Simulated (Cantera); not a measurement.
An adiabatic, constant-volume homogeneous reactor starts with CO : H2 : CH4 : O2 : N2 = 1 : 0.057 : 0.77 : 3.57 : 13.4 (molar parts), at 1348 K and 0.210 bar. Integrator tolerance rtol = 1e-08.

Detailed kinetics in Cantera: GRI-Mech 3.0 (53 species, 325 reactions).

Problem. What does this change do: pressure from 0.210 bar to 0.410 bar?

Solution. 
```csv
quantity,before,after
time of steepest temperature rise,7.12 ms,4.32 ms
temperature at 0.600 s,2539 K,2577 K
equilibrium temperature,2539 K,2577 K
x(CO) at 0.600 s,0.0196 (gas-phase equilibrium 0.0196),0.0175 (gas-phase equilibrium 0.0175)
x(H2) at 0.600 s,0.00306 (gas-phase equilibrium 0.00306),0.00266 (gas-phase equilibrium 0.00266)
x(CH4) at 0.600 s,<1e-12 (gas-phase equilibrium <1e-12),<1e-12 (gas-phase equilibrium <1e-12)
x(OH) at 0.600 s,0.0139 (gas-phase equilibrium 0.0139),0.0132 (gas-phase equilibrium 0.0132)
x(HO2) at 0.600 s,5.12e-6 (gas-phase equilibrium 5.12e-6),6.68e-6 (gas-phase equilibrium 6.68e-6)
```
